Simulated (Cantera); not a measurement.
Cantera run:

```python
import numpy as np
import cantera as ct

gas_names = [...]  # 123 gases of nasa_gas.yaml made of C, H, O, Si
cond_names = """
    C(gr) C6H6(L) C7H8(L) C8H18(L),n-octa H2O(s) H2O(L) Si(cr) Si(L) SiC(b) SiO2(Lqz) SiO2(hqz) SiO2(L)
""".split()


# ... load() reads the species with a 1 bar reference pressure and builds the phases ...
atoms = {
    'Si': {'Si': 1},
    'CO2': {'C': 1, 'O': 2},
    'H2': {'H': 2},
}
top_T = {'C(gr)': 4500, 'SiC(b)': 3050}  # K; cautious upper limits of use, not melting points


# ... equilibrate(T, P, feed) seeds the gas with the atoms and calls Mixture.equilibrate('TP', solver="vcs", rtol=1e-11, max_steps=5000) ...
results = []
T = 2150  # K
P = 13332.2  # Pa
for m in [37, 86, 140, 180, 230, 280, 330, 380, 430, 480, 530, 580]:
    feed = {'Si': 1, 'CO2': 0.012, 'H2': m}  # mol
    mix = equilibrate(T, P, feed)
    results.append((T, P, feed, dict(zip(mix.species_names, mix.species_moles))))
    x = sorted(zip(gas.X, gas.species_names), reverse=True)
    print(f"T = {T:g} K  P = {P:g} Pa  n(H2) = {m:g} mol  gas = {mix.phase_moles(0):.4g} mol")
    print("   x: " + "  ".join(f"{s} {v:.3e}" for v, s in x if v > 1e-05))
    print("   condensed (mol): " + ("  ".join(f"{mix.phase(i).name} {mix.phase_moles(i):.4g}"
          for i in range(1, mix.n_phases) if mix.phase_moles(i) > 1e-12) or "none"))
```

Output:

```
T = 2150 K  P = 13332.2 Pa  n(H2) = 37 mol  gas = 37.31 mol
   x: H2 9.856e-01  H 1.147e-02  Si 1.684e-03  SiO 4.172e-04  SiH 2.984e-04  SiH2 2.312e-04  CO 2.260e-04  Si2C 6.849e-05  Si2 2.438e-05  C2H2,acetylene 1.099e-05
   condensed (mol): Si(L) 0.8943
T = 2150 K  P = 13332.2 Pa  n(H2) = 86 mol  gas = 86.69 mol
   x: H2 9.860e-01  H 1.147e-02  Si 1.684e-03  SiH 2.984e-04  SiH2 2.313e-04  SiO 2.006e-04  CO 7.627e-05  Si2C 4.806e-05  Si2 2.438e-05
   condensed (mol): Si(L) 0.7768
T = 2150 K  P = 13332.2 Pa  n(H2) = 140 mol  gas = 141.1 mol
   x: H2 9.861e-01  H 1.147e-02  Si 1.684e-03  SiH 2.984e-04  SiH2 2.313e-04  SiO 1.313e-04  CO 3.878e-05  Si2C 3.733e-05  Si2 2.438e-05
   condensed (mol): Si(L) 0.6496
T = 2150 K  P = 13332.2 Pa  n(H2) = 180 mol  gas = 181.4 mol
   x: H2 9.861e-01  H 1.147e-02  Si 1.684e-03  SiH 2.984e-04  SiH2 2.313e-04  SiO 1.054e-04  Si2C 3.230e-05  CO 2.693e-05  Si2 2.438e-05
   condensed (mol): Si(L) 0.556
T = 2150 K  P = 13332.2 Pa  n(H2) = 230 mol  gas = 231.8 mol
   x: H2 9.862e-01  H 1.147e-02  Si 1.684e-03  SiH 2.985e-04  SiH2 2.313e-04  SiO 8.488e-05  Si2C 2.779e-05  Si2 2.438e-05  CO 1.866e-05
   condensed (mol): Si(L) 0.4396
T = 2150 K  P = 13332.2 Pa  n(H2) = 280 mol  gas = 282.2 mol
   x: H2 9.862e-01  H 1.147e-02  Si 1.684e-03  SiH 2.985e-04  SiH2 2.313e-04  SiO 7.126e-05  Si2C 2.446e-05  Si2 2.438e-05  CO 1.379e-05
   condensed (mol): Si(L) 0.3235
T = 2150 K  P = 13332.2 Pa  n(H2) = 330 mol  gas = 332.6 mol
   x: H2 9.862e-01  H 1.147e-02  Si 1.684e-03  SiH 2.985e-04  SiH2 2.314e-04  SiO 6.151e-05  Si2 2.438e-05  Si2C 2.189e-05  CO 1.065e-05
   condensed (mol): Si(L) 0.2076
T = 2150 K  P = 13332.2 Pa  n(H2) = 380 mol  gas = 382.9 mol
   x: H2 9.862e-01  H 1.147e-02  Si 1.684e-03  SiH 2.985e-04  SiH2 2.314e-04  SiO 5.417e-05  Si2 2.438e-05  Si2C 1.983e-05
   condensed (mol): Si(L) 0.09199
T = 2150 K  P = 13332.2 Pa  n(H2) = 430 mol  gas = 433.3 mol
   x: H2 9.863e-01  H 1.147e-02  Si 1.646e-03  SiH 2.917e-04  SiH2 2.261e-04  SiO 4.814e-05  Si2 2.329e-05  Si2C 1.775e-05
   condensed (mol): none
T = 2150 K  P = 13332.2 Pa  n(H2) = 480 mol  gas = 483.6 mol
   x: H2 9.865e-01  H 1.147e-02  Si 1.482e-03  SiH 2.627e-04  SiH2 2.036e-04  SiO 4.237e-05  Si2 1.888e-05  Si2C 1.476e-05
   condensed (mol): none
T = 2150 K  P = 13332.2 Pa  n(H2) = 530 mol  gas = 533.9 mol
   x: H2 9.867e-01  H 1.147e-02  Si 1.347e-03  SiH 2.389e-04  SiH2 1.852e-04  SiO 3.773e-05  Si2 1.561e-05  Si2C 1.239e-05
   condensed (mol): none
T = 2150 K  P = 13332.2 Pa  n(H2) = 580 mol  gas = 584.2 mol
   x: H2 9.868e-01  H 1.147e-02  Si 1.236e-03  SiH 2.191e-04  SiH2 1.699e-04  SiO 3.394e-05  Si2 1.313e-05  Si2C 1.051e-05
   condensed (mol): none
```

Equilibrium computed with Cantera from the NASA thermochemical tables; the gas is ideal and each condensed phase is pure. Gases not in the tables: Si2H6 and higher silanes.
